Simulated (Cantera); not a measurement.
Mixture: H2 : O2 : N2 : H2O = 1 : 0.455 : 2.09 : 0.17 (molar parts), equivalence ratio 1.1, at 10500 Torr, adiabatic and at constant pressure. Ignition delay is the time to a rise of 400 K.

Computed with Cantera and GRI-Mech 3.0 (53 species, 325 reactions). The hydrogen kinetics of GRI-Mech 3.0 are dated; newer H2 mechanisms differ, most at raised pressure. The pressure lies above the range GRI-Mech 3.0 was tuned for (to about 10 atm).

Problem. At T0 = 1275 K, what is the delay, and which 7 reactions control it most (d ln τ / d ln k, from doubling and halving each rate constant)?

Solution. The delay is 38.2 µs.
| reaction | d ln τ / d ln k | faster rate |
|---|---|---|
| H + O2 <=> O + OH | -2.13 | shortens it |
| H + O2 + H2O <=> HO2 + H2O | 0.61 | lengthens it |
| H + O2 + N2 <=> HO2 + N2 | 0.54 | lengthens it |
| H + O2 + M <=> HO2 + M | 0.43 | lengthens it |
| H + H2O2 <=> H2 + HO2 | -0.41 | shortens it |
| 2 OH (+M) <=> H2O2 (+M) | -0.29 | shortens it |
| H + HO2 <=> 2 OH | -0.24 | shortens it |
